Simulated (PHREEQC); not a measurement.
**Nickel, zinc or cadmium bath (model solution)**

A solution holds 49 mmol/kgw ZnCl2 and 1.6 mmol/kgw NaCl, at 25 °C. Closed to the air; pH follows from the charge balance.

The numbers come from PHREEQC with the ion-association model, phreeqc.dat.

This is a speciation only: nothing precipitates in the calculation.

Problem. Estimate the pH, density.

Solution. pH 5.17; density 1.003 g/cm³.

Problem. In which forms is Cl present?

Solution. Cl- 96 %, ZnCl+ 3.9 % of the Cl.
